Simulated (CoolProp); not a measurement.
Vapour-liquid equilibrium of carbon dioxide (1) + sulfur dioxide (2) at 268.4 K; x and y are mole fractions of (1).

The numbers come from the multi-fluid Helmholtz-energy mixture model, Span 1996 and Gao 2016; pair parameters Bell 2016 in CoolProp.

| x | bubble pressure (bar) | y at the bubble point | dew pressure at overall composition x (bar) | liquid density (mol/L) |
|---|---|---|---|---|
| 0.05 | 3.001 | 0.582 | 1.342 | 22.68 |
| 0.2 | 8.032 | 0.854 | 1.591 | 22.89 |
| 0.35 | 12.62 | 0.915 | 1.952 | 23.04 |
| 0.5 | 16.71 | 0.943 | 2.522 | 23.10 |
| 0.65 | 20.47 | 0.960 | 3.560 | 23.02 |
| 0.8 | 24.29 | 0.976 | 6.033 | 22.71 |
| 0.95 | 28.82 | 0.993 | 18.17 | 22.05 |

No azeotrope shows between x = 0.05 and 0.95.

The pair parameters rest on a limited set of measurements; away from them the model extrapolates. The gap from Raoult's law changes sign with composition, which may be real or a fault of the pair parameters; it wasn't checked against measurements.
